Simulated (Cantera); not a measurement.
# Gas-phase reforming

An isothermal, constant-pressure homogeneous reactor starts with CH4 : CO2 = 1 : 0.15 (molar parts), at 1250 K and 1.00 atm.

Detailed kinetics in Cantera: GRI-Mech 3.0 (53 species, 325 reactions). GRI-Mech 3.0 stops at C3 and has no aromatics, soot or wall deposition, so with more carbon than oxygen in the feed, carbon stays in small species such as C2H2 where larger ones or solid carbon would form.

| t (s) | x CH4 | x CO2 | x OH | x C2H2 | x HO2 | x CO | x O |
|---|---|---|---|---|---|---|---|
| 0.000300 | 0.870 | 0.130 | <1e-12 | <1e-12 | <1e-12 | 2.53e-10 | <1e-12 |
| 0.000842 | 0.870 | 0.130 | <1e-12 | <1e-12 | <1e-12 | 7.16e-10 | <1e-12 |
| 0.00236 | 0.870 | 0.130 | <1e-12 | 1.87e-12 | <1e-12 | 2.11e-9 | <1e-12 |
| 0.00662 | 0.870 | 0.130 | <1e-12 | 5.79e-11 | <1e-12 | 6.47e-9 | <1e-12 |
| 0.0186 | 0.870 | 0.130 | <1e-12 | 8.27e-10 | <1e-12 | 1.93e-8 | <1e-12 |
| 0.0521 | 0.869 | 0.130 | <1e-12 | 1.03e-8 | <1e-12 | 5.88e-8 | <1e-12 |
| 0.146 | 0.869 | 0.130 | <1e-12 | 1.58e-7 | <1e-12 | 2.00e-7 | <1e-12 |
| 0.410 | 0.869 | 0.130 | <1e-12 | 3.22e-6 | <1e-12 | 8.71e-7 | <1e-12 |
| 1.15 | 0.866 | 0.130 | <1e-12 | 6.56e-5 | <1e-12 | 5.35e-6 | <1e-12 |
| 3.23 | 0.859 | 0.130 | 1.31e-12 | 0.000806 | <1e-12 | 4.06e-5 | <1e-12 |
| 9.06 | 0.837 | 0.128 | 4.82e-12 | 0.00515 | <1e-12 | 0.000324 | <1e-12 |
| 25.4 | 0.780 | 0.123 | 1.93e-11 | 0.0167 | <1e-12 | 0.00237 | <1e-12 |
| 71.3 | 0.664 | 0.103 | 1.05e-10 | 0.0332 | <1e-12 | 0.0149 | <1e-12 |
| 200 | 0.513 | 0.0446 | 6.46e-10 | 0.0495 | <1e-12 | 0.0661 | <1e-12 |
x: mole fraction; the columns are a selection and need not sum to one.

Equilibrium at this temperature and pressure: CH4 0.460, CO2 7.83e-7, OH <1e-12, C2H2 0.0163, HO2 <1e-12, CO 0.194, O <1e-12 (gas phase only).
